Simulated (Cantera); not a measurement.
# Thermodynamics of sublimation and decomposition of ceramics, feed SiC + H2 + Si

Charge: 1 mol SiC, 0.02 mol H2, 0.086 mol Si, held at 0.100 bar.

Equilibrium computed with Cantera from the NASA thermochemical tables; the gas is ideal and each condensed phase is pure. Candidate condensed phases: C, C6H6, C7H8, C8H18, Si, SiC; 99 gas species. Ions and electrons are included (thermal ionisation). Mutual solubility and eutectic melting of coexisting phases are not modelled. Gases not in the tables: Si2H6 and higher silanes. Rates play no part.

```tsv
T (K)	log p H2	log p Si	log p C	log p SiC2	log p H	log p Si2C	log p C3	log p C2	log p SiH	n Si(l)	n SiC(s)	n C(graphite)
2000	-1.00	-4.36	-11.78	-8.27	-3.29	-5.92	<-13	<-13	-5.03	0.0860	1.00	0
2250	-1.01	-3.23	-9.34	-5.97	-2.64	-4.39	-10.90	-11.05	-4.13	0.0858	1.000	0
2500	-1.06	-2.32	-7.40	-4.15	-2.13	-3.17	-8.17	-8.58	-3.43	0.0847	1.000	0
2750	-1.32	-1.59	-5.81	-2.67	-1.83	-2.18	-5.94	-6.57	-2.97	0.0741	0.996	0
3000	-3.42	-1.35	-4.30	-1.42	-2.51	-1.92	-3.51	-4.50	-3.91	0	0	0.114
3250	-3.98	-1.30	-3.45	-1.40	-2.48	-2.44	-2.76	-3.62	-4.26	0	0	0
3500	-4.54	-1.25	-2.79	-1.50	-2.50	-2.94	-2.32	-3.01	-4.58	0	0	0
3750	-5.07	-1.22	-2.27	-1.71	-2.53	-3.44	-2.11	-2.59	-4.89	0	0	0
4000	-5.58	-1.21	-1.88	-2.03	-2.59	-3.98	-2.10	-2.34	-5.21	0	0	0
4250	-6.04	-1.23	-1.61	-2.48	-2.64	-4.58	-2.31	-2.26	-5.53	0	0	0
4500	-6.45	-1.26	-1.45	-3.07	-2.69	-5.23	-2.75	-2.36	-5.82	0	0	0
4750	-6.78	-1.28	-1.38	-3.72	-2.71	-5.86	-3.36	-2.60	-6.06	0	0	0
5000	-7.06	-1.29	-1.35	-4.38	-2.72	-6.45	-4.02	-2.88	-6.25	0	0	0
```
log p: log10 of the partial pressure in bar; n: condensed amount in mol.

From 2000 K to 2750 K the condensed part is Si(l) + SiC(s). At 3000 K the condensed part is C(graphite). From 3250 K to 5000 K nothing is condensed. The main Si-bearing gas is Si throughout.
